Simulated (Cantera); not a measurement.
Input: 1 mol Si2Cl6, 2.6 mol HCl, 18 mol N2, held at 1250 °C and 1 atm.

Equilibrium computed with Cantera from the NASA thermochemical tables; the gas is ideal and each condensed phase is pure. Candidate condensed phases: NH4Cl, Si, Si3N4; 28 gas species. The feed counts by its element totals alone. The tables' values for SiCl3 are old estimates; treat these amounts as uncertain. Rates play no part.

Base state: N2 0.814, HCl 0.0957, SiCl4 0.0628, H2 0.0111, SiCl3 0.0107, SiCl2 0.00542, SiHCl3 0.000816, Cl 1.68e-5 (mole fractions); condensed: Si3N4(s).

**Question.** What changes in the equilibrium state with this change: N2 from 18 to 9.4 mol?

**Answer.** 
```tsv
species	before	after
N2	0.814	0.695
HCl	0.0957	0.150
SiCl4	0.0628	0.107
H2	0.0111	0.0220
SiCl3	0.0107	0.0163
SiHCl3	0.000816	0.00176
SiCl2	0.00542	0.00745
Cl	1.68e-5	1.86e-5
Si3N4(s), mol	0.0840	0.0795
```

**Question.** What changes in the equilibrium state with this change: HCl from 2.6 to 0.025 mol?

**Answer.** 
```csv
species,before,after
N2,0.814,0.916
SiCl4,0.0628,0.0666
SiCl3,0.0107,0.0109
HCl,0.0957,0.00128
H2,0.0111,1.84e-6
SiHCl3,0.000816,1.08e-5
Cl,1.68e-5,1.73e-5
SiCl2,0.00542,0.00536
"Si3N4(s), mol",0.0840,0.132
```

**Question.** What changes in the equilibrium state with this change: temperature from 1250 °C to 802 °C?

**Answer.** 
```csv
species,before,after
N2,0.814,0.819
HCl,0.0957,0.0898
SiCl4,0.0628,0.0764
SiCl3,0.0107,5.47e-5
H2,0.0111,0.0149
SiCl2,0.00542,6.20e-7
Cl,1.68e-5,9.69e-9
SiHCl3,0.000816,0.000158
"Si3N4(s), mol",0.0840,0.112
```
N2 is the only nitrogen source here; it is nearly inert below about 1500 K, so the nitride shown seldom forms there in practice.
